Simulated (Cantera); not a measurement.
A closed system holds: 1 mol AlN, 2.4 mol O₂, 0.0082 mol Cl₂, at 4.50 Torr.

These are equilibrium values from Cantera (NASA tables, ideal gas, pure condensed phases), not measurements of a reactor. Candidate condensed phases: Al, AlCl₃, AlN, Al₂O₃; 24 gas species. The numbers say what is thermodynamically allowed, not how fast it happens.

Q: At 1198 K, list the 4 most abundant gas species with their mole fractions, and the condensed phases.

A: O₂ 0.763, N₂ 0.231, Cl 0.00289, Cl₂ 0.00234. Condensed: Al₂O₃(s).
